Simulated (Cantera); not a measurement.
# Adiabatic ignition

An adiabatic, constant-pressure homogeneous reactor starts with 3.33 % C3H8, 20.3 % O2, 76.3 % N2, equivalence ratio 0.82, at 1100 K and 3750 Torr.

Computed with Cantera and GRI-Mech 3.0 (53 species, 325 reactions). GRI-Mech 3.0 was tuned for natural gas; its chemistry of propane as a main component is partial and can be far from experiment.

```tsv
t (s)	T (K)	x C3H8	x O2	x HO2	x CH2	x CO2	x NO
7.00e-6	1100	0.0333	0.203	6.32e-8	<1e-12	<1e-12	<1e-12
1.74e-5	1100	0.0333	0.203	1.62e-7	<1e-12	<1e-12	<1e-12
4.35e-5	1100	0.0333	0.203	3.92e-7	<1e-12	<1e-12	<1e-12
0.000108	1100	0.0333	0.203	8.46e-7	<1e-12	1.51e-11	<1e-12
0.000270	1100	0.0333	0.203	1.30e-6	<1e-12	3.60e-10	<1e-12
0.000673	1100	0.0333	0.203	1.23e-6	<1e-12	3.64e-9	<1e-12
0.00168	1100	0.0332	0.203	1.38e-6	<1e-12	1.49e-8	<1e-12
0.00418	1100	0.0328	0.203	1.88e-6	<1e-12	5.63e-8	<1e-12
0.0104	1102	0.0315	0.202	4.15e-6	1.64e-12	5.08e-7	<1e-12
0.0259	2586	<1e-12	0.0343	7.48e-6	<1e-12	0.0840	0.00996
0.0646	2586	<1e-12	0.0342	7.44e-6	<1e-12	0.0841	0.0103
0.161	2586	<1e-12	0.0342	7.44e-6	<1e-12	0.0841	0.0103
0.401	2586	<1e-12	0.0342	7.44e-6	<1e-12	0.0841	0.0103
1.00	2586	<1e-12	0.0342	7.44e-6	<1e-12	0.0841	0.0103
```
x: mole fraction; the columns are a selection and need not sum to one.

```json
{
 "time_of_steepest_temperature_rise": "18.5 ms",
 "temperature at 1.00 s": "2586 K",
 "equilibrium_temperature": "2586 K",
 "x(C3H8) at 1.00 s": "<1e-12 (gas-phase equilibrium <1e-12)",
 "x(O2) at 1.00 s": "0.0342 (gas-phase equilibrium 0.0342)",
 "x(HO2) at 1.00 s": "7.44e-6 (gas-phase equilibrium 7.44e-6)"
}
```
